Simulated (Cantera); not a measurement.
Input: 1 mol SiH₄, 76 mol N₂, at 1727 °C and 1.33 mbar.

Equilibrium computed with Cantera from the NASA thermochemical tables; the gas is ideal and each condensed phase is pure. Candidate condensed phases: Si, Si₃N₄; 18 gas species. The tables' values for SiN are old estimates; treat these amounts as uncertain. The numbers say what is thermodynamically allowed, not how fast it happens.

Base state: N₂ 0.959, H₂ 0.0219, Si 0.0122, H 0.00659, SiN 0.000114, Si₂N 5.61e-5, Si₂ 4.76e-5, SiH 4.49e-5 (mole fractions); condensed: gas only.

What changes in the equilibrium state with this change: SiH₄ replaced by Si₂Cl₆?


```json
[
 {"species": "N₂", "before": "0.959", "after": "0.949"},
 {"species": "Cl", "before": "0", "after": "0.0263"},
 {"species": "SiCl₂", "before": "0", "after": "0.0238"},
 {"species": "H₂", "before": "0.0219", "after": "0"},
 {"species": "Si", "before": "0.0122", "after": "0.000517"},
 {"species": "H", "before": "0.00659", "after": "0"},
 {"species": "SiCl", "before": "0", "after": "0.000445"},
 {"species": "SiCl₃", "before": "0", "after": "0.000159"}
]
```
The feed counts by its element totals alone. The tables' values for SiCl, SiCl₃ are old estimates; treat these amounts as uncertain.

What changes in the equilibrium state with this change: temperature from 1727 °C to 1500 °C?


| species | before | after |
|---|---|---|
| N₂ | 0.959 | 0.972 |
| H₂ | 0.0219 | 0.0250 |
| Si | 0.0122 | 0.00160 |
| H | 0.00659 | 0.00123 |
| Si₂ | 4.76e-5 | 8.89e-6 |
| SiN | 0.000114 | 2.76e-5 |
| Si(l), mol | 0 | 0.863 |
